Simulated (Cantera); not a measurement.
Charge: 1 mol C₂H₄, 0.1 mol CO₂, 1.4 mol H₂, at 7.40 bar.

These are equilibrium values from Cantera (NASA tables, ideal gas, pure condensed phases), not measurements of a reactor. Candidate condensed phases: C, C₆H₆, C₇H₈, C₈H₁₈, H₂O; 131 gas species. Ions and electrons are included (thermal ionisation). Equilibrium is a limit: real reactors are often held back by kinetics, nucleation or transport.

Problem. Which condensed phases are stable at each of these points (T (K)): 3000, 3500, 4000, 4500, 5000?

Solution. 
| T (K) | condensed phases | C condensed (%) |
|---|---|---|
| 3000 | C(graphite) | 70.6 |
| 3500 | C(graphite) | 22.2 |
| 4000 | gas only | 0.0 |
| 4500 | gas only | 0.0 |
| 5000 | gas only | 0.0 |

From 3000 K to 3500 K the condensed part is C(graphite). From 4000 K to 5000 K nothing is condensed.
